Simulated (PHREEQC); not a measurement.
A solution holds 0.11 mol/kgw NH3, 0.0013 mol/kgw Na2SiO3 and 0.012 mol/kgw K3PO4, at 20 °C. Closed to the air; pH follows from the charge balance.

Computed with PHREEQC (ion-association model, phreeqc.dat).

No solid was allowed to form.

Question: Estimate the pH, density.

Answer: pH 11.94; density 1.000 g/cm³.

Question: In which forms is Si present?

Answer: H3SiO4- 92 %, H2SiO4-2 7.0 %, H4SiO4 0.7 % of the Si.

Complexes and solids missing from the database can't appear.
